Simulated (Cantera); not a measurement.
What does this Cantera script print?

```python
import numpy as np
import cantera as ct

gas_names = """
    Cu CuO Cu2 H HNO HNO2 HNO3 HO2 H2 H2O H2O2 N NH NH2 NH3 NH2OH NO NO2 NO3 N2 N2H2 N2H4 N2O O OH O2 O3
""".split()
cond_names = """
    Cu(cr) Cu(L) CuO(s) CuO2H2(s) Cu2O(s) Cu2O(L) H2O(s) H2O(L)
""".split()


# ... load() reads the species with a 1 bar reference pressure and builds the phases ...
atoms = {
    'CuO': {'Cu': 1, 'O': 1},
    'H2': {'H': 2},
    'N2': {'N': 2},
}
top_T = {'CuO(s)': 1390}  # K; cautious upper limits of use, not melting points


# ... equilibrate(T, P, feed) seeds the gas with the atoms and calls Mixture.equilibrate('TP', solver="vcs", rtol=1e-11, max_steps=5000) ...
results = []
feed = {'CuO': 1, 'H2': 2200, 'N2': 0.78}  # mol
P = 77  # Pa
for T in [1248, 1298, 1348, 1398, 1448, 1498, 1548, 1598, 1648, 1698, 1748, 1798, 1848, 1898]:
    mix = equilibrate(T, P, feed)
    results.append((T, P, feed, dict(zip(mix.species_names, mix.species_moles))))
    x = sorted(zip(gas.X, gas.species_names), reverse=True)
    print(f"T = {T:g} K  P = {P:g} Pa  gas = {mix.phase_moles(0):.4g} mol")
    print("   x: " + "  ".join(f"{s} {v:.3e}" for v, s in x if v > 1e-05))
    print("   condensed (mol): " + ("  ".join(f"{mix.phase(i).name} {mix.phase_moles(i):.4g}"
          for i in range(1, mix.n_phases) if mix.phase_moles(i) > 1e-12) or "none"))
```

Output:

```
T = 1248 K  P = 77 Pa  gas = 2201 mol
   x: H2 9.991e-01  H2O 4.544e-04  N2 3.544e-04  Cu 5.722e-05  H 1.682e-05
   condensed (mol): Cu(cr) 0.8741
T = 1298 K  P = 77 Pa  gas = 2201 mol
   x: H2 9.990e-01  H2O 4.543e-04  N2 3.543e-04  Cu 1.954e-04  H 3.859e-05
   condensed (mol): Cu(cr) 0.5697
T = 1348 K  P = 77 Pa  gas = 2202 mol
   x: H2 9.987e-01  H2O 4.542e-04  Cu 4.541e-04  N2 3.542e-04  H 8.332e-05
   condensed (mol): none
T = 1398 K  P = 77 Pa  gas = 2202 mol
   x: H2 9.986e-01  H2O 4.541e-04  Cu 4.541e-04  N2 3.542e-04  H 1.704e-04
   condensed (mol): none
T = 1448 K  P = 77 Pa  gas = 2202 mol
   x: H2 9.984e-01  H2O 4.541e-04  Cu 4.541e-04  N2 3.542e-04  H 3.319e-04
   condensed (mol): none
T = 1498 K  P = 77 Pa  gas = 2202 mol
   x: H2 9.981e-01  H 6.187e-04  H2O 4.540e-04  Cu 4.540e-04  N2 3.541e-04
   condensed (mol): none
T = 1548 K  P = 77 Pa  gas = 2203 mol
   x: H2 9.976e-01  H 1.108e-03  Cu 4.539e-04  H2O 4.539e-04  N2 3.541e-04
   condensed (mol): none
T = 1598 K  P = 77 Pa  gas = 2204 mol
   x: H2 9.968e-01  H 1.915e-03  Cu 4.537e-04  H2O 4.537e-04  N2 3.539e-04
   condensed (mol): none
T = 1648 K  P = 77 Pa  gas = 2205 mol
   x: H2 9.955e-01  H 3.202e-03  Cu 4.534e-04  H2O 4.534e-04  N2 3.537e-04
   condensed (mol): none
T = 1698 K  P = 77 Pa  gas = 2208 mol
   x: H2 9.935e-01  H 5.194e-03  Cu 4.530e-04  H2O 4.529e-04  N2 3.533e-04
   condensed (mol): none
T = 1748 K  P = 77 Pa  gas = 2211 mol
   x: H2 9.905e-01  H 8.195e-03  Cu 4.523e-04  H2O 4.521e-04  N2 3.528e-04
   condensed (mol): none
T = 1798 K  P = 77 Pa  gas = 2216 mol
   x: H2 9.861e-01  H 1.260e-02  Cu 4.513e-04  H2O 4.509e-04  N2 3.520e-04
   condensed (mol): none
T = 1848 K  P = 77 Pa  gas = 2223 mol
   x: H2 9.798e-01  H 1.891e-02  Cu 4.499e-04  H2O 4.492e-04  N2 3.509e-04
   condensed (mol): none
T = 1898 K  P = 77 Pa  gas = 2233 mol
   x: H2 9.710e-01  H 2.776e-02  Cu 4.479e-04  H2O 4.468e-04  N2 3.493e-04
   condensed (mol): none
```

These are equilibrium values from Cantera (NASA tables, ideal gas, pure condensed phases), not measurements of a reactor.
